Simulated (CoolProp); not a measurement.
Saturated liquid density (kg/m³) of sulfur dioxide: the reference equation beside estimates from Tc = 430.6 K, pc = 7.887 MPa, ω = 0.256. Rackett uses Z = 0.29056 − 0.08775 ω.

The numbers come from the reference Helmholtz-energy equation of state, Gao 2016 in CoolProp.

```
T (K)  reference  Rackett  van der Waals  Redlich-Kwong  Peng-Robinson
-----  ---------  -------  -------------  -------------  -------------
255.1       1482     1458          874.3           1288           1497
272.7       1436     1414          849.6           1245           1455
290.4       1388     1368          823.0           1199           1408
308.1       1338     1320          794.4           1148           1356
325.7       1285     1268          763.6           1093           1297
343.4       1227     1212          729.5           1032           1229
361.1       1163     1150          691.5          963.2           1150
378.8       1088     1080          648.0          885.0           1057
396.4      997.9    996.8          596.4          792.9          942.5
414.1      873.2    884.2          528.2          673.6          788.8
```

Absolute difference from the reference over all 10 rows, mean and median: Rackett 1.2 and 1.3 %, van der Waals 40.5 and 40.6 %, Redlich-Kwong 16.4 and 15.4 %, Peng-Robinson 2.5 and 1.3 %.
